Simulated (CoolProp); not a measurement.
Vapour-liquid equilibrium of R22 (1) + dimethyl ether (2) at 26.35 °C; x and y are mole fractions of (1).

Values from CoolProp's multi-fluid Helmholtz-energy mixture model, Kamei 1995 and Wu 2011; pair parameters Bell 2016.

```csv
x,bubble pressure (kPa),y at the bubble point,dew pressure at overall composition x (kPa),liquid density (mol/L)
0.05,607.4,0.042,606.4,14.34
0.15,598.0,0.139,597.4,14.40
0.25,595.1,0.253,595.1,14.44
0.35,602.4,0.384,599.4,14.46
0.45,624.3,0.524,610.7,14.46
0.55,665.5,0.661,630.4,14.43
0.65,728.7,0.782,661.1,14.36
0.75,814.2,0.877,708.3,14.26
0.85,917.4,0.944,784.6,14.10
0.95,1028,0.986,929.7,13.86
```

y crosses x between x = 0.15 and 0.25: the model has an azeotrope there.

The pair parameters rest on a limited set of measurements; away from them the model extrapolates.
